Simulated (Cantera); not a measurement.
What does this Cantera script print?

```python
import numpy as np
import cantera as ct

gas_names = [...]  # 92 gases of nasa_gas.yaml made of C, H, N
cond_names = """
    C(gr) C6H6(L) C7H8(L) C8H18(L),n-octa
""".split()


# ... load() reads the species with a 1 bar reference pressure and builds the phases ...
atoms = {
    'C6H6': {'C': 6, 'H': 6},
    'NH3': {'N': 1, 'H': 3},
    'H2': {'H': 2},
}
top_T = {'C(gr)': 4500}  # K; cautious upper limits of use, not melting points


# ... equilibrate(T, P, feed) seeds the gas with the atoms and calls Mixture.equilibrate('TP', solver="vcs", rtol=1e-11, max_steps=5000) ...
results = []
feed = {'C6H6': 1, 'NH3': 0.015, 'H2': 1.3}  # mol
P = 260  # Pa
for T in [1048, 1198, 1348, 1498, 1648, 1798, 1948, 2098, 2248, 2398, 2548, 2698, 2848]:
    mix = equilibrate(T, P, feed)
    results.append((T, P, feed, dict(zip(mix.species_names, mix.species_moles))))

top = {s: max(r[3][s] / sum(r[3][g] for g in gas_names) for r in results) for s in gas_names}
cols = sorted((s for s in top if top[s] > 1e-06), key=lambda s: -top[s])[:8]
seen = [c for c in cond_names if any(r[3].get(c, 0) > 1e-12 for r in results)]
print("log10 of partial pressures in bar; condensed amounts in mol")
print(f"{'T/K':>10s}" + "".join(f"{s[:9]:>10s}" for s in cols + seen))
for T, P, feed, n in results:
    ng = sum(n[g] for g in gas_names)
    print(f"{T:10.4g}" + "".join(f"{np.log10(max(n[s] / ng * P / 1e5, 1e-99)):10.3f}" for s in cols)
          + "".join(f"{n.get(c, 0):10.4g}" for c in seen))
```

Result:

```
log10 of partial pressures in bar; condensed amounts in mol
       T/K        H2         H        C3 C2H2,acet         C       C2H        C2        N2     C(gr)
      1048    -2.586    -9.405   -30.257   -10.991   -27.564   -22.295   -31.326    -5.346     5.999
      1198    -2.586    -8.014   -25.042    -9.591   -23.075   -18.768   -26.127    -5.347         6
      1348    -2.586    -6.929   -21.000    -8.506   -19.586   -16.030   -22.092    -5.348         6
      1498    -2.586    -6.058   -17.777    -7.641   -16.798   -13.843   -18.870    -5.352         6
      1648    -2.587    -5.344   -15.149    -6.936   -14.518   -12.057   -16.239    -5.361     5.999
      1798    -2.589    -4.748   -12.968    -6.352   -12.620   -10.572   -14.052    -5.381     5.997
      1948    -2.596    -4.245   -11.129    -5.864   -11.016    -9.320   -12.205    -5.416     5.993
      2098    -2.613    -3.818    -9.559    -5.458    -9.643    -8.254   -10.625    -5.476     5.984
      2248    -2.650    -3.459    -8.204    -5.130    -8.453    -7.342    -9.259    -5.567     5.968
      2398    -2.722    -3.164    -7.023    -4.883    -7.414    -6.566    -8.067    -5.694     5.941
      2548    -2.850    -2.935    -5.986    -4.730    -6.498    -5.915    -7.017    -5.851     5.897
      2698    -3.054    -2.776    -5.067    -4.685    -5.684    -5.382    -6.086    -6.024     5.791
      2848    -3.349    -2.689    -4.249    -4.757    -4.957    -4.963    -5.255    -6.211     5.256
```

Method: chemical equilibrium by Gibbs-energy minimisation in Cantera with the NASA 1993 tables (ideal gas, pure condensed phases).
